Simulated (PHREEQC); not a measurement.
Solution (75 °C): 0.002 mol CuSO4, 0.00045 mol HCl and 0.0043 mol FeCl3 per kg of water. Closed to the air; pH follows from the charge balance.

Computed with PHREEQC (ion-association model, phreeqc.dat).

This is a speciation only: nothing precipitates in the calculation.

Question: Estimate the pH, ionic strength.

Answer: pH 2.46; ionic strength 0.0208 mol/kgw.

Question: In which forms is S present?

Answer: FeSO4+ 34 %, SO4-2 34 %, HSO4- 26 %, CuSO4 4.7 %, FeHSO4+2 0.7 %, Fe(SO4)2- 0.7 % of the S.

The solution is supersaturated, for example in Hematite (slow to form), Goethite (slow to form), so a real one may precipitate; this is no full list. Species that the database lacks are ignored. Constants without temperature data keep their 25 °C values here.
